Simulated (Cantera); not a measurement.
Feed: 1 mol NaCl, 0.11 mol HCl, 0.98 mol N2, equilibrated at 773 K and 10.0 Torr.

Equilibrium computed with Cantera from the NASA thermochemical tables; the gas is ideal and each condensed phase is pure. Candidate condensed phases: NH4Cl, Na, NaCl; 17 gas species. Equilibrium is a limit: real reactors are often held back by kinetics, nucleation or transport.

Base state: N2 0.899, HCl 0.101 (mole fractions); condensed: NaCl(s).

What changes in the equilibrium state with this change: temperature from 773 K to 1248 K?


```json
[
 {"species": "N2", "before": "0.899", "after": "0.511"},
 {"species": "NaCl", "before": "2.01e-6", "after": "0.343"},
 {"species": "Na2Cl2", "before": "3.87e-7", "after": "0.0893"},
 {"species": "HCl", "before": "0.101", "after": "0.0573"},
 {"species": "Cl", "before": "5.74e-9", "after": "4.27e-5"},
 {"species": "H2", "before": "2.13e-8", "after": "2.16e-5"},
 {"species": "NaCl(s), mol", "before": "1.000", "after": "0"}
]
```

What changes in the equilibrium state with this change: temperature from 773 K to 1748.15 K?


```
species        before     after
------------  -------  --------
NaCl          2.01e-6     0.476
N2              0.899     0.468
HCl             0.101    0.0507
Na              <1e-9  0.000698
Cl            5.74e-9   0.00257
H               <1e-9   5.97e-5
NaCl(s), mol    1.000         0
```
